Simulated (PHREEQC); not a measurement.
NaOH is added in steps, without added water, to 1 kg of water holding 0.19 mol NaH2PO4, 0.086 mol HCl and 0.0029 mol ZnSO4, at 25 °C. Oxygen alone is held at its pressure in air (log pO2 = -0.68). No CO2 enters from the air. Only these solids could form: Zn(OH)2-e, Zn4(OH)6SO4, Zn5(OH)8Cl2, Zn3(PO4)2:4w, Halite, Mirabilite, Goslarite.

Base run: PHREEQC, ion-association model, wateq4f.dat. Each further column changes one thing. The table gives pH.

```tsv
NaOH added (mol)	base	Davies equation for every ion	Debye-Hückel limiting law	metal-ligand complexes left out	all activity coefficients set to 1
0	2.18	2.19	2.12	2.18	2.28
0.034	2.49	2.49	2.40	2.49	2.60
0.068	3.02	3.02	2.92	3.02	3.14
0.102	5.55	5.58	5.25	5.60	5.86
0.136	6.19	6.24	5.78	6.25	6.52
0.17	6.53	6.59	6.06	6.59	6.86
0.204	6.83	6.91	6.30	6.89	7.17
0.238	7.19	7.29	6.61	7.25	7.54
0.272	8.09	8.20	7.45	8.15	8.45
0.306	10.68	10.95	9.34	10.59	11.66
0.34	11.12	11.46	9.67	11.04	12.12
```

The ionic strength passes 0.7 mol/kgw, the rough limit of the ion-association models, in part of: base; Davies equation for every ion; Debye-Hückel limiting law; metal-ligand complexes left out. H3PO4, which wateq4f.dat lacks, is added to it with the constant of phreeqc.dat. The database has no phosphate complexes of Zn.
